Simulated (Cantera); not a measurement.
Input: 1 mol SiC, 0.028 mol N2O, 110 mol H2, at 1698 K and 170000 Pa.

Cantera equilibrium calculation (NASA polynomials, part measured and part estimated; ideal gas, pure solids and liquids). Candidate condensed phases: C, C6H6, C7H8, C8H18, H2O, Si, SiC, SiO2, Si2N2O, Si3N4; 151 gas species. The numbers say what is thermodynamically allowed, not how fast it happens.

Base state: H2 0.999, N2 0.000253, SiO 0.000168, H 0.000111, CO 8.51e-5, CH4 8.51e-5 (mole fractions); condensed: SiC(s).

**Question.** What changes in the equilibrium state with this change: pressure from 170000 Pa to 150 Pa?

**Answer.** 
```json
[
 {"species": "H2", "before": "0.999", "after": "0.996"},
 {"species": "H", "before": "0.000111", "after": "0.00373"},
 {"species": "N2", "before": "0.000253", "after": "0.000251"},
 {"species": "CH4", "before": "8.51e-5", "after": "1.42e-7"},
 {"species": "SiO", "before": "0.000168", "after": "8.93e-5"},
 {"species": "Si", "before": "1.25e-7", "after": "7.42e-5"},
 {"species": "CO", "before": "8.51e-5", "after": "0.000165"},
 {"species": "SiC(s), mol", "before": "0.981", "after": "0.981"}
]
```
